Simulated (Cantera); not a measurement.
Input: 1 mol Ca(OH)2, 7.2 mol CO2, 0.77 mol O2, held at 0.360 bar.

Method: chemical equilibrium by Gibbs-energy minimisation in Cantera with the NASA 1993 tables (ideal gas, pure condensed phases). Candidate condensed phases: C, C6H6, C7H8, C8H18, Ca, CaCO3, CaO, Ca(OH)2, H2O; 115 gas species. Equilibrium is a limit: real reactors are often held back by kinetics, nucleation or transport.

log p: log10 of the partial pressure in bar; n: condensed amount in mol.

```json
[
 {"T (°C)": "877", "log p CO2": "-0.54", "log p H2O": "-1.40", "log p O2": "-1.51", "log p CO": "-8.08", "log p OH": "-6.24", "n CaO(s)": "1.00"},
 {"T (°C)": "977", "log p CO2": "-0.54", "log p H2O": "-1.40", "log p O2": "-1.51", "log p CO": "-7.05", "log p OH": "-5.65", "n CaO(s)": "1.00"},
 {"T (°C)": "1077", "log p CO2": "-0.54", "log p H2O": "-1.40", "log p O2": "-1.51", "log p CO": "-6.18", "log p OH": "-5.14", "n CaO(s)": "1.00"},
 {"T (°C)": "1177", "log p CO2": "-0.54", "log p H2O": "-1.40", "log p O2": "-1.51", "log p CO": "-5.43", "log p OH": "-4.71", "n CaO(s)": "1.00"},
 {"T (°C)": "1277", "log p CO2": "-0.54", "log p H2O": "-1.40", "log p O2": "-1.51", "log p CO": "-4.78", "log p OH": "-4.33", "n CaO(s)": "1.000"},
 {"T (°C)": "1377", "log p CO2": "-0.54", "log p H2O": "-1.40", "log p O2": "-1.51", "log p CO": "-4.21", "log p OH": "-4.00", "n CaO(s)": "1.000"},
 {"T (°C)": "1477", "log p CO2": "-0.54", "log p H2O": "-1.40", "log p O2": "-1.51", "log p CO": "(withheld)", "log p OH": "(withheld)", "n CaO(s)": "1.000"},
 {"T (°C)": "1577", "log p CO2": "-0.54", "log p H2O": "-1.40", "log p O2": "-1.51", "log p CO": "-3.25", "log p OH": "-3.44", "n CaO(s)": "1.000"},
 {"T (°C)": "1677", "log p CO2": "-0.54", "log p H2O": "-1.40", "log p O2": "-1.50", "log p CO": "-2.86", "log p OH": "-3.21", "n CaO(s)": "1.000"},
 {"T (°C)": "1777", "log p CO2": "-0.55", "log p H2O": "-1.41", "log p O2": "-1.49", "log p CO": "(withheld)", "log p OH": "(withheld)", "n CaO(s)": "1.000"},
 {"T (°C)": "1877", "log p CO2": "-0.55", "log p H2O": "-1.41", "log p O2": "-1.48", "log p CO": "-2.19", "log p OH": "-2.80", "n CaO(s)": "1.000"}
]
```

**Question.** Some entries are withheld; supply them.

**Answer.** 
- 1477, log p CO: -3.70
- 1477, log p OH: -3.70
- 1777, log p CO: -2.50
- 1777, log p OH: -2.99
